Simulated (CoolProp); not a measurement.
The numbers come from the reference Helmholtz-energy equation of state, Lemmon 2006 in CoolProp. It is a short technical equation, of lower accuracy than the large ones.

Task: For carbon monoxide, give the phase and the cp (kJ/(kg K)) at 166.05 °C and 0.171 MPa; -80.05 °C and 0.355 MPa; 105.75 °C and 9.76 MPa.

Result: 
- 166.05 °C and 0.171 MPa: gas; cp 1.05
- -80.05 °C and 0.355 MPa: gas; cp 1.06
- 105.75 °C and 9.76 MPa: supercritical; cp 1.14
